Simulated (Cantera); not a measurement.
**PbO + CH4 + N2 (carbothermic reduction)**

Charge: 1 mol PbO, 4.2 mol CH4, 1.8 mol N2, at 1973.15 K and 0.000940 bar.

Cantera equilibrium calculation (NASA polynomials, part measured and part estimated; ideal gas, pure solids and liquids). Candidate condensed phases: C, C6H6, C7H8, C8H18, H2O, Pb, PbO, PbO2, Pb3O4; 139 gas species. Kinetics and transport are ignored.

| Item | Value |
|---|---|
| x(H2) | 0.656 |
| x(N2) | 0.143 |
| x(CO) | 0.0805 |
| x(Pb) | 0.0805 |
| x(H) | 0.0357 |
| x(HCN) | 0.00405 |
| x(C2H2 (acetylene)) | 0.000421 |
| x(HNC) | 0.000219 |
| x(CN) | 4.88e-6 |
| n(C(graphite)) | 3.14 mol |
| gas amount | 12.42 mol |
| log10 activity of Pb(l) (absent) | -4.01 |
